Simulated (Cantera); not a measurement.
A Cantera script and its output.

```python
import numpy as np
import cantera as ct

gas = ct.Solution("gri30.yaml")


def delay(T, t_max=10):
    gas.TPX = T, 500000, {'CO': 1, 'H2': 1.1, 'CH4': 0.32, 'O2': 2.6, 'N2': 9.78}
    reactor = ct.IdealGasReactor(gas, clone=False)
    net = ct.ReactorNet([reactor])
    net.rtol, net.atol = 1e-8, 1e-16
    while net.time < t_max:
        t_old, T_old = net.time, reactor.T
        net.step()
        if reactor.T > T + 400:  # ignition: a rise of 400 K
            return t_old + (T + 400 - T_old) / (reactor.T - T_old) * (net.time - t_old)
    return np.nan


taus = []
for T in [1275, 1350, 1425, 1500, 1575, 1650, 1725, 1800, 1875]:
    taus.append(delay(T))
    print(f"T0 = {T:6g} K   tau = {taus[-1]:.4e} s")
```

Result:

```
T0 =   1275 K   tau = 2.6293e-05 s
T0 =   1350 K   tau = 1.4718e-05 s
T0 =   1425 K   tau = 9.5090e-06 s
T0 =   1500 K   tau = 6.7211e-06 s
T0 =   1575 K   tau = 5.0379e-06 s
T0 =   1650 K   tau = 3.9316e-06 s
T0 =   1725 K   tau = 3.1590e-06 s
T0 =   1800 K   tau = 2.5955e-06 s
T0 =   1875 K   tau = 2.1724e-06 s
```

Detailed kinetics in Cantera: GRI-Mech 3.0 (53 species, 325 reactions). Where the delays flatten at high temperature, the 400 K rule measures the pace of heat release, not the induction time.
